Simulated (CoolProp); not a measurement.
Sulfur dioxide along the isobar 113 bar: density (kg/m³) from the reference equation and from simpler models built on Tc = 430.6 K, pc = 78.87 bar, ω = 0.256; each cubic takes its own stable root.

Computed with CoolProp (reference Helmholtz-energy equation of state, Gao 2016).

| T (K) | phase | reference | van der Waals | Peng-Robinson |
|---|---|---|---|---|
| 374.1 | liquid | 1161 | 730.2 | 1154 |
| 392.9 | liquid | 1088 | 693.2 | 1062 |
| 411.8 | liquid | 997.6 | 650.1 | 949.2 |
| 430.7 | supercritical | 875.1 | 597.5 | 798.9 |
| 449.5 | supercritical | 647.0 | 528.5 | 572.4 |
| 468.4 | supercritical | 377.3 | 428.1 | 372.4 |
| 487.3 | supercritical | 293.0 | 330.3 | 295.8 |
| 506.1 | supercritical | 251.6 | 277.5 | 255.1 |
| 525 | supercritical | 224.8 | 245.3 | 228.1 |
